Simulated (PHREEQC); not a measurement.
A solution holds 0.0016 mol AgF, 0.00055 mol NaCl and 0.076 mol Cu(NO3)2 per kg of water, at 40 °C. Closed to the air; pH follows from the charge balance.

Model: ion-association model, wateq4f.dat, run in PHREEQC.

```csv
quantity,before,after
pH,4.20,5.35
ionic strength (mol/kgw),0.229,0.219
Ag+ (mol/kgw),0.00130,0.00129
F- (mol/kgw),0.00104,0.00119
CuF+ (mol/kgw),0.000468,0.000406
Cl- (mol/kgw),0.000260,0.000263
SI of Cu2(OH)3NO3 (Cu2(OH)3NO3),-0.31,+2.92
SI of Tenorite (CuO),-0.33,+1.86
```

**Question.** Which change was made?
(A) diluted 100-fold with water
(B) AgF from 0.0016 to 0.008 mol/kgw
(C) 0.019 mol/kgw KOH added
(D) NaCl from 0.00055 to 0.0055 mol/kgw

**Answer.** C, 0.019 mol/kgw KOH added

No solid was allowed to form. Some of these states are supersaturated (in Cerargyrite, Cu2(OH)3NO3, for instance). Constants without temperature data keep their 25 °C values here.
